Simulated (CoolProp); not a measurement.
Vapour-liquid equilibrium of isobutane (1) + n-butane (2) at 8.34 bar; x and y are mole fractions of (1).

The numbers come from the multi-fluid Helmholtz-energy mixture model, Bücker 2006 and Bücker 2006; pair parameters Kunz 2012 in CoolProp.

**Question.** Give the bubble temperature and the first vapour's composition at x = 0.05, 0.35, 0.95. Is there an azeotrope?

**Answer.** x = 0.05: 70.6 °C, y = 0.062; x = 0.35: 66.5 °C, y = 0.405; x = 0.95: 58.8 °C, y = 0.961. No azeotrope shows between x = 0.05 and 0.95.

The pair parameters rest on a limited set of measurements; away from them the model extrapolates.
